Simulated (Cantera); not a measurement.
Input: 1 mol SiH₂Cl₂, 0.046 mol C₂H₂, 1300 mol H₂, 0.074 mol C₃H₈, equilibrated at 75.0 Torr.

Cantera equilibrium calculation (NASA polynomials, part measured and part estimated; ideal gas, pure solids and liquids). Candidate condensed phases: C, C₆H₆, C₇H₈, C₈H₁₈, Si, SiC; 109 gas species. Gases not in the tables: Si₂H₆ and higher silanes. Rates play no part.

Question: At 2275 K, list the 5 most abundant gas species with their mole fractions, and the condensed phases.

Answer: H₂ 0.971, H 0.0265, HCl 0.00148, Si 0.000630, C₂H₂ (acetylene) 0.000111. Condensed: gas only.
